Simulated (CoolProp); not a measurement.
Vapour-liquid equilibrium of R114 (1) + R113 (2) at 6.7 bar; x and y are mole fractions of (1).

Computed with CoolProp (multi-fluid Helmholtz-energy mixture model, Platzer 1990 and Marx 1992; pair parameters Bell 2016). This equation is an older, rougher fit; its heat capacities, sound speeds and derivatives of the liquid may be far off and weren't checked against measurements.

```json
[
 {"x": "0.05", "bubble temperature (K)": "388.4", "y at the bubble point": "0.115", "dew temperature at overall composition x (K)": "390.7", "liquid density (mol/L)": "7.051"},
 {"x": "0.125", "bubble temperature (K)": "382.6", "y at the bubble point": "0.265", "dew temperature at overall composition x (K)": "388.0", "liquid density (mol/L)": "7.132"},
 {"x": "0.2", "bubble temperature (K)": "377.2", "y at the bubble point": "0.393", "dew temperature at overall composition x (K)": "385.2", "liquid density (mol/L)": "7.208"},
 {"x": "0.275", "bubble temperature (K)": "372.2", "y at the bubble point": "0.502", "dew temperature at overall composition x (K)": "382.2", "liquid density (mol/L)": "7.278"},
 {"x": "0.35", "bubble temperature (K)": "367.6", "y at the bubble point": "0.593", "dew temperature at overall composition x (K)": "379.1", "liquid density (mol/L)": "7.342"},
 {"x": "0.425", "bubble temperature (K)": "363.3", "y at the bubble point": "0.671", "dew temperature at overall composition x (K)": "375.8", "liquid density (mol/L)": "7.401"},
 {"x": "0.5", "bubble temperature (K)": "359.3", "y at the bubble point": "0.736", "dew temperature at overall composition x (K)": "372.3", "liquid density (mol/L)": "7.455"},
 {"x": "0.575", "bubble temperature (K)": "355.6", "y at the bubble point": "0.793", "dew temperature at overall composition x (K)": "368.5", "liquid density (mol/L)": "7.505"},
 {"x": "0.65", "bubble temperature (K)": "352.2", "y at the bubble point": "0.841", "dew temperature at overall composition x (K)": "364.4", "liquid density (mol/L)": "7.549"},
 {"x": "0.725", "bubble temperature (K)": "349.1", "y at the bubble point": "0.883", "dew temperature at overall composition x (K)": "360.0", "liquid density (mol/L)": "7.589"},
 {"x": "0.8", "bubble temperature (K)": "346.1", "y at the bubble point": "0.920", "dew temperature at overall composition x (K)": "355.1", "liquid density (mol/L)": "7.626"},
 {"x": "0.875", "bubble temperature (K)": "343.3", "y at the bubble point": "0.953", "dew temperature at overall composition x (K)": "349.7", "liquid density (mol/L)": "7.659"},
 {"x": "0.95", "bubble temperature (K)": "340.7", "y at the bubble point": "0.982", "dew temperature at overall composition x (K)": "343.6", "liquid density (mol/L)": "7.688"}
]
```

No azeotrope shows between x = 0.05 and 0.95.

The pair parameters rest on a limited set of measurements; away from them the model extrapolates.
